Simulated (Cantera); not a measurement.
An isothermal, constant-pressure homogeneous reactor starts with NO : N2 = 1 : 0.31 (molar parts), at 1900 K and 1.01 bar.

Cantera simulation using GRI-Mech 3.0 (53 species, 325 reactions); the numbers are that mechanism's predictions, not measurements.

One state of this run: x NO = 0.753; x O2 = 0.00475; x N2 = 0.242; x O = 3.95e-5; x N2O = 0.000253. x: mole fraction; the columns are a selection and need not sum to one.

Task: Which value of t (s) does it belong to?
A) 0.0152
B) 6.00e-6
C) 0.00316
D) 0.000660

Result: A, 0.0152
